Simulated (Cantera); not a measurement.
# Gas-phase reforming

An isothermal, constant-pressure homogeneous reactor starts with CH4 : H2O : H2 = 1 : 0.57 : 0.89 (molar parts), at 1725 K and 0.227 atm.

Model: GRI-Mech 3.0 (53 species, 325 reactions), integrated in Cantera. GRI-Mech 3.0 stops at C3 and has no aromatics, soot or wall deposition, so with more carbon than oxygen in the feed, carbon stays in small species such as C2H2 where larger ones or solid carbon would form.

```csv
t (s),x CH4,x H2O,x H2,x O2,x CO,x O,x C2H2
7.00e-6,0.406,0.232,0.362,<1e-12,<1e-12,<1e-12,1.44e-12
2.29e-5,0.406,0.232,0.362,<1e-12,7.24e-12,5.21e-12,2.82e-10
7.52e-5,0.406,0.232,0.362,<1e-12,2.19e-9,4.95e-11,5.01e-8
0.000246,0.404,0.231,0.363,1.06e-12,4.79e-7,3.57e-10,8.93e-6
0.000807,0.392,0.230,0.370,2.67e-11,2.25e-5,1.07e-9,0.000817
0.00265,0.347,0.223,0.406,1.17e-10,0.000158,1.06e-9,0.0132
0.00867,0.250,0.206,0.486,1.26e-10,0.000672,7.67e-10,0.0504
0.0284,0.130,0.183,0.586,7.44e-11,0.00272,5.76e-10,0.0944
0.0931,0.0498,0.160,0.659,5.53e-11,0.0103,5.26e-10,0.119
0.305,0.0226,0.126,0.702,3.79e-11,0.0331,4.76e-10,0.113
1.00,0.0150,0.0738,0.744,1.36e-11,0.0762,3.09e-10,0.0880
```
x: mole fraction; the columns are a selection and need not sum to one.

Equilibrium at this temperature and pressure: CH4 0.00386, H2O 4.13e-7, H2 0.802, O2 <1e-12, CO 0.142, O <1e-12, C2H2 0.0512 (gas phase only).
